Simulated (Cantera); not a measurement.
Equilibrium for aluminium and copper etching: Cu + HF

Feed: 1 mol Cu, 4.2 mol HF, at 1102 °C and 5.80 mbar.

Cantera equilibrium calculation (NASA polynomials, part measured and part estimated; ideal gas, pure solids and liquids). Candidate condensed phases: Cu, CuF2; 15 gas species. Kinetics and transport are ignored.

```yaml
x(HF): 0.998
x(CuF): 0.00119
x(H2): 0.000596
x(Cu): 0.000142
x(H): 1.10e-6
n(Cu(l)): 0.994 mol
gas_amount: 4.203 mol
log10 activity of CuF2(l) (absent): -6.88
```
